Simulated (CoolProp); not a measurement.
Vapour-liquid equilibrium of R143a (1) + R152A (2) at 175.1 K; x and y are mole fractions of (1).

Values from CoolProp's multi-fluid Helmholtz-energy mixture model, Lemmon and Jacobsen 2000 and Outcalt 1996; pair parameters Bell 2016.

| x | bubble pressure (MPa) | y at the bubble point | dew pressure at overall composition x (MPa) | liquid density (mol/L) |
|---|---|---|---|---|
| 0.05 | 0.0009613 | 0.300 | 0.0007393 | 17.37 |
| 0.125 | 0.001301 | 0.521 | 0.0007944 | 17.21 |
| 0.2 | 0.001601 | 0.640 | 0.0008582 | 17.04 |
| 0.275 | 0.001870 | 0.716 | 0.0009329 | 16.88 |
| 0.35 | 0.002116 | 0.770 | 0.001022 | 16.72 |
| 0.425 | 0.002345 | 0.812 | 0.001129 | 16.56 |
| 0.5 | 0.002562 | 0.846 | 0.001260 | 16.41 |
| 0.575 | 0.002772 | 0.875 | 0.001423 | 16.26 |
| 0.65 | 0.002977 | 0.900 | 0.001633 | 16.11 |
| 0.725 | 0.003180 | 0.924 | 0.001908 | 15.96 |
| 0.8 | 0.003384 | 0.946 | 0.002276 | 15.81 |
| 0.875 | 0.003591 | 0.967 | 0.002773 | 15.67 |
| 0.95 | 0.003803 | 0.987 | 0.003426 | 15.53 |

No azeotrope shows between x = 0.05 and 0.95.

The pair parameters rest on a limited set of measurements; away from them the model extrapolates.
